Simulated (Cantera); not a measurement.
# Thermodynamics of sublimation and decomposition of ceramics, feed Si3N4 + C + N2

Charge: 1 mol Si3N4, 0.17 mol C, 1.7 mol N2, equilibrated at 1 atm.

Equilibrium computed with Cantera from the NASA thermochemical tables; the gas is ideal and each condensed phase is pure. Candidate condensed phases: C, Si, SiC, Si3N4; 32 gas species. Ions and electrons are included (thermal ionisation). The tables' values for SiN are old estimates; treat these amounts as uncertain. Rates play no part.

From 2727 °C to 2977 °C the condensed part is Si(l). From 3227 °C to 4727 °C nothing is condensed. The main Si-bearing gas is Si throughout.

```tsv
T (°C)	x N2	x Si	x N	x Si2	x Si2C	x C	x CN	x SiN	n Si(l)
2727	0.850	0.105	1.28e-5	0.00511	0.0209	1.55e-5	0.000928	0.00525	2.22
2977	0.589	0.345	4.71e-5	0.0210	0.0196	3.90e-5	0.000812	0.0114	0.141
3227	0.561	0.394	0.000165	0.0119	0.00985	0.000269	0.00260	0.0104	0
3477	0.551	0.414	0.000495	0.00639	0.00386	0.00116	0.00586	0.00907	0
3727	0.543	0.424	0.00130	0.00355	0.00132	0.00337	0.00962	0.00794	0
3977	0.536	0.428	0.00305	0.00207	0.000397	0.00682	0.0118	0.00700	0
4227	0.531	0.430	0.00652	0.00126	0.000110	0.0104	0.0116	0.00623	0
4477	0.526	0.429	0.0129	0.000803	3.05e-5	0.0133	0.0100	0.00558	0
4727	0.517	0.426	0.0237	0.000529	8.94e-6	0.0156	0.00820	0.00502	0
```
x: gas mole fraction; n: condensed amount in mol.
